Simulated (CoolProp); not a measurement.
The numbers come from the reference Helmholtz-energy equation of state, Marx 1992 in CoolProp.

Task: Give the vapour pressure (MPa), vapour density (kg/m³) of saturated R113 at 338, 344.6 K.

Result: 
```tsv
T (K)	p (MPa)	vapour density (kg/m³)
338	0.174	12.3
344.6	0.210	14.7
```
